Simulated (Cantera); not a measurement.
Charge: 1 mol Si, 0.014 mol O₂, 51 mol H₂, 0.002 mol H₂O, held at 82.5 Torr.

Equilibrium computed with Cantera from the NASA thermochemical tables; the gas is ideal and each condensed phase is pure. Candidate condensed phases: H₂O, Si, SiO₂; 18 gas species. Mutual solubility and eutectic melting of coexisting phases are not modelled. The tables hold silica as quartz up to 1696 K and as liquid above; real silica turns to tridymite and cristobalite and melts near 1996 K. Equilibrium is a limit: real reactors are often held back by kinetics, nucleation or transport.

log p: log10 of the partial pressure in bar; n: condensed amount in mol.

```json
[
 {"T (K)": "1298", "log p H₂": "-0.96", "log p SiO": "-5.14", "log p H": "-6.45", "log p SiH₂": "-8.09", "log p H₂O": "-7.53", "log p Si": "___", "n Si(s)": "0.983", "n SiO₂(β-quartz)": "0.0133"},
 {"T (K)": "1348", "log p H₂": "-0.96", "log p SiO": "-4.63", "log p H": "-6.12", "log p SiH₂": "-7.73", "log p H₂O": "-7.23", "log p Si": "___", "n Si(s)": "0.980", "n SiO₂(β-quartz)": "0.00952"},
 {"T (K)": "1398", "log p H₂": "-0.96", "log p SiO": "-4.19", "log p H": "-5.80", "log p SiH₂": "-7.40", "log p H₂O": "-6.99", "log p Si": "___", "n Si(s)": "0.970", "n SiO₂(β-quartz)": "0"},
 {"T (K)": "1448", "log p H₂": "-0.96", "log p SiO": "-4.19", "log p H": "-5.51", "log p SiH₂": "-7.08", "log p H₂O": "-7.17", "log p Si": "___", "n Si(s)": "0.970", "n SiO₂(β-quartz)": "0"},
 {"T (K)": "1498", "log p H₂": "-0.96", "log p SiO": "-4.19", "log p H": "-5.24", "log p SiH₂": "-6.79", "log p H₂O": "-7.34", "log p Si": "___", "n Si(s)": "0.970", "n SiO₂(β-quartz)": "0"},
 {"T (K)": "1548", "log p H₂": "-0.96", "log p SiO": "-4.19", "log p H": "-4.99", "log p SiH₂": "-6.52", "log p H₂O": "-7.49", "log p Si": "___", "n Si(s)": "0.970", "n SiO₂(β-quartz)": "0"},
 {"T (K)": "1598", "log p H₂": "-0.96", "log p SiO": "-4.19", "log p H": "-4.75", "log p SiH₂": "-6.27", "log p H₂O": "-7.64", "log p Si": "___", "n Si(s)": "0.970", "n SiO₂(β-quartz)": "0"}
]
```

### Question
Complete the blanks.

### Answer

- 1298, log p Si: -10.39
- 1348, log p Si: -9.73
- 1398, log p Si: -9.11
- 1448, log p Si: -8.53
- 1498, log p Si: -8.00
- 1548, log p Si: -7.50
- 1598, log p Si: -7.03
